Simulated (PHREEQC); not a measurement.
Consider water at 25 °C with 0.0044 mol/kgw NaHSO4, 0.002 mol/kgw NH3 and 0.26 mol/kgw LiCl. Closed to the air; pH follows from the charge balance.

Equilibrium calculation in PHREEQC: ion-association model, wateq4f.dat.

This is a speciation only: nothing precipitates in the calculation.

**Question.** Order these S species by the share of S that they hold, largest first: NH4SO4-, LiSO4-, SO4-2, HSO4-, NaSO4-.

**Answer.** SO4-2 (73 %), LiSO4- (22 %), HSO4- (4.5 %), NH4SO4- (0.49 %), NaSO4- (0.42 %)

The pH is 2.76 and the ionic strength 0.271 mol/kgw.
